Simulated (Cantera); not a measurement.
A freely propagating, adiabatic, planar premixed flame of H2 : O2 : N2 : H2O = 1.3 : 0.333 : 1.25 : 0.086 (molar parts), unburnt at 300 K and 0.330 bar; mixture-averaged transport, grid criteria slope 0.08 and curve 0.16, no radiation.

Model: the H2/O2 subset of GRI-Mech 3.0, which has no nitrogen chemistry, integrated in Cantera. Burning velocities carry a grid error of a few per cent, more on coarse grids.

x: mole fraction of selected species; z is measured from the peak of heat release.

```csv
z (mm),T (K),u (m/s),x H2,x O2,x H2O,x OH,x H,x H2O2
-4.00,300,2.65,0.438,0.112,0.0290,<1e-8,<1e-8,<1e-8
-2.66,300,2.65,0.438,0.112,0.0290,<1e-8,<1e-8,<1e-8
-2.00,300,2.65,0.438,0.112,0.0290,<1e-8,<1e-8,<1e-8
-1.33,300,2.65,0.438,0.112,0.0290,<1e-8,<1e-8,<1e-8
-0.666,306,2.70,0.436,0.112,0.0291,1.64e-6,3.91e-7,___
-0.333,482,4.16,0.415,0.110,0.0398,0.000729,0.00171,___
0,890,7.44,0.348,0.0907,0.0912,0.000721,0.0243,___
0.333,1202,9.92,0.254,0.0435,0.185,0.00202,0.0632,___
0.666,1361,11.2,0.203,0.0106,0.248,0.00261,0.0819,___
1.33,1482,12.1,0.194,0.000987,0.268,0.00291,0.0776,___
2.66,1592,12.9,0.203,0.000510,0.271,0.00322,0.0630,___
5.33,1702,13.7,0.212,0.000336,0.274,0.00320,0.0477,___
10.7,1798,14.4,0.220,0.000187,0.277,0.00280,0.0338,___
```

Fill in the missing entries.


- -0.666, x H2O2: 1.58e-6
- -0.333, x H2O2: 7.92e-5
- 0, x H2O2: 8.72e-6
- 0.333, x H2O2: 5.82e-7
- 0.666, x H2O2: 3.76e-7
- 1.33, x H2O2: 2.60e-7
- 2.66, x H2O2: 1.91e-7
- 5.33, x H2O2: 1.13e-7
- 10.7, x H2O2: 5.84e-8
